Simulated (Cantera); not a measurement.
Input: 1 mol Si, 1.1 mol Cl₂, 0.92 mol H₂, held at 1073 K and 1.00 bar.

Cantera equilibrium calculation (NASA polynomials, part measured and part estimated; ideal gas, pure solids and liquids). Candidate condensed phases: Si; 19 gas species. The tables' values for SiCl₃ are old estimates; treat these amounts as uncertain. The numbers say what is thermodynamically allowed, not how fast it happens.

Base state: H₂ 0.574, SiCl₄ 0.296, SiHCl₃ 0.0974, HCl 0.0214, SiCl₃ 0.00536, SiH₂Cl₂ 0.00374, SiCl₂ 0.00155, SiH₃Cl 3.77e-5 (mole fractions); condensed: Si(s).

### Question
What changes in the equilibrium state with this change: temperature from 1073 K to 548.15 K?

### Answer
```
species      before    after
----------  -------  -------
H₂            0.574    0.582
SiCl₄         0.296    0.293
SiHCl₃       0.0974    0.122
HCl          0.0214  1.00e-5
SiCl₂       0.00155    <1e-9
SiCl₃       0.00536  6.65e-8
Si(s), mol    0.417    0.405
```

### Question
What changes in the equilibrium state with this change: pressure from 1.00 bar to 0.133 bar?

### Answer
```json
[
 {"species": "H₂", "before": "0.574", "after": "0.577"},
 {"species": "SiCl₄", "before": "0.296", "after": "0.310"},
 {"species": "SiHCl₃", "before": "0.0974", "after": "0.0612"},
 {"species": "HCl", "before": "0.0214", "after": "0.0359"},
 {"species": "SiH₃Cl", "before": "3.77e-5", "after": "8.49e-6"},
 {"species": "SiCl₂", "before": "0.00155", "after": "0.00435"},
 {"species": "SiH₂Cl₂", "before": "0.00374", "after": "0.00141"},
 {"species": "SiCl₃", "before": "0.00536", "after": "0.00919"},
 {"species": "Si(s), mol", "before": "0.417", "after": "0.433"}
]
```
